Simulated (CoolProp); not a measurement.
Ammonia along the isotherm 373.3 K: Z from the reference equation and from simpler models built on Tc = 405.6 K, pc = 113.6 bar, ω = 0.256; each cubic takes its own stable root.

Computed with CoolProp (reference Helmholtz-energy equation of state, Gao 2020).

| p (bar) | phase | reference |
|---|---|---|
| 14.2 | gas | 0.9344 |
| 28.4 | gas | 0.8610 |
| 42.6 | gas | 0.7759 |
| 56.8 | gas | 0.6690 |
| 71 | liquid | 0.08462 |
| 85.2 | liquid | 0.1002 |
| 99.4 | liquid | 0.1156 |
| 114 | liquid | 0.1312 |
| 128 | liquid | 0.1459 |
| 142 | liquid | 0.1605 |
| 156 | liquid | 0.1750 |
| 170 | liquid | 0.1893 |

Problem. How far does each simpler model (Redlich-Kwong, Soave-Redlich-Kwong, Peng-Robinson) lie from the reference over these 12 states: mean and median of the absolute difference, and the worst?

Solution. 
- Redlich-Kwong: mean 26.4 %, median 35.0 %, worst +42.5 % at 373.3 K and 71 bar
- Soave-Redlich-Kwong: mean 22.3 %, median 30.6 %, worst +34.2 % at 373.3 K and 71 bar
- Peng-Robinson: mean 11.8 %, median 16.0 %, worst +18.6 % at 373.3 K and 71 bar
